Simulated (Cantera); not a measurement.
An isothermal, constant-pressure homogeneous reactor starts with CO : O2 : H2O : N2 = 0.0022 : 0.0023 : 0.0054 : 1 (molar parts), equivalence ratio 0.48, at 1523 K and 1.00 atm. Integrator tolerance rtol = 1e-08.

Computed with Cantera and GRI-Mech 3.0 (53 species, 325 reactions).

**Question.** What does this change do: H2O 0.0054 to 0.015 parts?

**Answer.** 
| quantity | before | after |
|---|---|---|
| x(CO) at 60.0 s | 4.35e-7 (gas-phase equilibrium 4.45e-7) | 4.33e-7 (gas-phase equilibrium 4.43e-7) |
| x(O2) at 60.0 s | 0.00119 (gas-phase equilibrium 0.00113) | 0.00118 (gas-phase equilibrium 0.00112) |
| x(H2O) at 60.0 s | 0.00535 (gas-phase equilibrium 0.00535) | 0.0147 (gas-phase equilibrium 0.0147) |
| x(O) at 60.0 s | 1.90e-7 (gas-phase equilibrium 1.86e-7) | 1.89e-7 (gas-phase equilibrium 1.85e-7) |
| x(HO2) at 60.0 s | 1.09e-9 (gas-phase equilibrium 1.05e-9) | 1.80e-9 (gas-phase equilibrium 1.73e-9) |
| x(OH) at 60.0 s | 6.04e-6 (gas-phase equilibrium 5.97e-6) | 1.00e-5 (gas-phase equilibrium 9.88e-6) |
| x(NO) at 60.0 s | 1.35e-6 (gas-phase equilibrium 0.000113) | 8.94e-7 (gas-phase equilibrium 0.000112) |

**Question.** What does this change do: temperature 1523 to 1300 K?

**Answer.** 
| quantity | before | after |
|---|---|---|
| x(CO) at 60.0 s | 4.35e-7 (gas-phase equilibrium 4.45e-7) | 9.67e-9 (gas-phase equilibrium 9.74e-9) |
| x(O2) at 60.0 s | 0.00119 (gas-phase equilibrium 0.00113) | 0.00119 (gas-phase equilibrium 0.00117) |
| x(H2O) at 60.0 s | 0.00535 (gas-phase equilibrium 0.00535) | 0.00535 (gas-phase equilibrium 0.00535) |
| x(O) at 60.0 s | 1.90e-7 (gas-phase equilibrium 1.86e-7) | 6.10e-9 (gas-phase equilibrium 6.06e-9) |
| x(HO2) at 60.0 s | 1.09e-9 (gas-phase equilibrium 1.05e-9) | 1.79e-10 (gas-phase equilibrium 1.78e-10) |
| x(OH) at 60.0 s | 6.04e-6 (gas-phase equilibrium 5.97e-6) | 6.66e-7 (gas-phase equilibrium 6.64e-7) |
| x(NO) at 60.0 s | 1.35e-6 (gas-phase equilibrium 0.000113) | 2.12e-7 (gas-phase equilibrium 3.34e-5) |
